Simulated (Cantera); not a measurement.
# Moist CO burnout

An isothermal, constant-pressure homogeneous reactor starts with 0.417 % CO, 1.07 % O2, 1.46 % H2O, 97.1 % N2, at 1398 K and 6530 Torr.

Model: GRI-Mech 3.0 (53 species, 325 reactions), integrated in Cantera.

```json
[
 {"t (s)": "1.00e-6", "x CO": "0.00417", "x O2": "0.0107", "x H2O": "0.0146", "x H": "2.39e-12", "x OH": "5.60e-11"},
 {"t (s)": "7.04e-6", "x CO": "0.00417", "x O2": "0.0107", "x H2O": "0.0146", "x H": "1.08e-10", "x OH": "9.24e-10"},
 {"t (s)": "4.96e-5", "x CO": "0.00417", "x O2": "0.0107", "x H2O": "0.0146", "x H": "4.32e-9", "x OH": "2.79e-8"},
 {"t (s)": "0.000349", "x CO": "0.00357", "x O2": "0.0104", "x H2O": "0.0145", "x H": "1.18e-5", "x OH": "6.29e-5"},
 {"t (s)": "0.00246", "x CO": "0.000337", "x O2": "0.00877", "x H2O": "0.0146", "x H": "7.41e-7", "x OH": "2.90e-5"},
 {"t (s)": "0.0173", "x CO": "3.56e-6", "x O2": "0.00861", "x H2O": "0.0146", "x H": "3.48e-9", "x OH": "6.65e-6"},
 {"t (s)": "0.122", "x CO": "1.52e-8", "x O2": "0.00861", "x H2O": "0.0146", "x H": "2.52e-10", "x OH": "3.05e-6"},
 {"t (s)": "0.859", "x CO": "1.46e-8", "x O2": "0.00861", "x H2O": "0.0146", "x H": "2.48e-10", "x OH": "3.03e-6"},
 {"t (s)": "6.05", "x CO": "1.46e-8", "x O2": "0.00861", "x H2O": "0.0146", "x H": "2.48e-10", "x OH": "3.03e-6"},
 {"t (s)": "42.6", "x CO": "1.46e-8", "x O2": "0.00861", "x H2O": "0.0146", "x H": "2.48e-10", "x OH": "3.03e-6"},
 {"t (s)": "300", "x CO": "1.46e-8", "x O2": "0.00861", "x H2O": "0.0146", "x H": "2.48e-10", "x OH": "3.03e-6"}
]
```
x: mole fraction; the columns are a selection and need not sum to one.

Equilibrium at this temperature and pressure: CO 1.46e-8, O2 0.00853, H2O 0.0146, H 2.48e-10, OH 3.02e-6 (gas phase only).
